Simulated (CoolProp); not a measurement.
200 sccm (0 °C, 1 atm) of nitrogen bubbles through liquid the fluoroketone C6F12O (FK-5-1-12) at 303.9 K and leaves saturated at a total pressure of 0.15 MPa (ideal gas phase). Each further row changes one setting.

The numbers come from the reference Helmholtz-energy equation of state, McLinden 2015 in CoolProp.

```json
[
 {"case": "as stated", "vapour pressure (kPa)": "51.2", "mole fraction of vapour": "0.341", "delivery (mg/min)": "1460", "delivery (sccm)": "104", "change of delivery for a bath 1 K warmer (%)": "6.3"},
 {"case": "bath temperature 308.9 K", "vapour pressure (kPa)": "62.3", "mole fraction of vapour": "…", "delivery (mg/min)": "…", "delivery (sccm)": "…", "change of delivery for a bath 1 K warmer (%)": "6.9"},
 {"case": "total pressure 0.3 MPa", "vapour pressure (kPa)": "51.2", "mole fraction of vapour": "0.171", "delivery (mg/min)": "…", "delivery (sccm)": "…", "change of delivery for a bath 1 K warmer (%)": "5.0"}
]
```

Problem. Fill in the missing entries.

Solution. 
- bath temperature 308.9 K, mole fraction of vapour: 0.415
- bath temperature 308.9 K, delivery (mg/min): 2000
- bath temperature 308.9 K, delivery (sccm): 142
- total pressure 0.3 MPa, delivery (mg/min): 580
- total pressure 0.3 MPa, delivery (sccm): 41.1
